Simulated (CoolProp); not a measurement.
Aqueous propylene glycol as a coolant, 15 % by mass, freezing at -4.9 °C, 1 atm.

Values from CoolProp's Melinder's fits for secondary coolants.

```csv
T (°C),viscosity (mPa s),Prandtl number,cp (kJ/(kg K)),conductivity (W/(m K))
-3.8,4.00,32.7,3.992,0.488
1.4,3.23,(withheld),3.999,0.495
6.6,(withheld),21.2,4.006,0.501
11.7,2.21,17.5,4.014,0.508
16.9,1.87,14.6,4.023,0.514
22.1,1.60,12.4,4.031,0.520
27.3,1.38,(withheld),4.040,0.526
32.5,1.21,9.21,4.049,0.532
37.7,1.07,8.07,4.058,0.537
```

Complete the blanks.


- 1.4, Prandtl number: 26.1
- 6.6, viscosity (mPa s): 2.65
- 27.3, Prandtl number: 10.6
